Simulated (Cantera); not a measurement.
A perfectly stirred reactor is fed with 25.4 % H₂, 14.6 % O₂, 60.0 % N₂, equivalence ratio 0.87, at 5.00 bar; it is adiabatic with a 475 K inlet, and is followed from long to short residence time, starting on the burning branch (τ in s: 0.078, 0.042, 0.023, 0.012, 0.0067, 0.0036, 0.002, 0.0011, 0.00058, 0.00031, 0.00017, 9.2e-05, 5e-05).

Detailed kinetics in Cantera: the H2/O2 subset of GRI-Mech 3.0, which has no nitrogen chemistry. The hydrogen kinetics of GRI-Mech 3.0 are dated; newer H2 mechanisms differ, most at raised pressure.

Q: Predict: blow-out, bracketed by the residence times tried; x(H₂) at τ = 78.0 ms; x(O₂) at τ = 78.0 ms; x(H₂O₂) at τ = 78.0 ms; x(H) at τ = 78.0 ms; x(OH) at τ = 78.0 ms; x(H₂) at τ = 2.00 ms; x(O₂) at τ = 2.00 ms; x(H₂O₂) at τ = 2.00 ms; x(H) at τ = 2.00 ms; x(OH) at τ = 2.00 ms.

A: 
```json
{
 "blow_out_bracketed_by_the_residence_times_tried": "burning at 50.0 µs, the shortest tried",
 "x(H₂) at τ = 78.0 ms": "0.00222",
 "x(O₂) at τ = 78.0 ms": "0.0214",
 "x(H₂O₂) at τ = 78.0 ms": "4.49e-7",
 "x(H) at τ = 78.0 ms": "0.000246",
 "x(OH) at τ = 78.0 ms": "0.00530",
 "x(H₂) at τ = 2.00 ms": "0.00370",
 "x(O₂) at τ = 2.00 ms": "0.0218",
 "x(H₂O₂) at τ = 2.00 ms": "5.23e-7",
 "x(H) at τ = 2.00 ms": "0.000504",
 "x(OH) at τ = 2.00 ms": "0.00641"
}
```
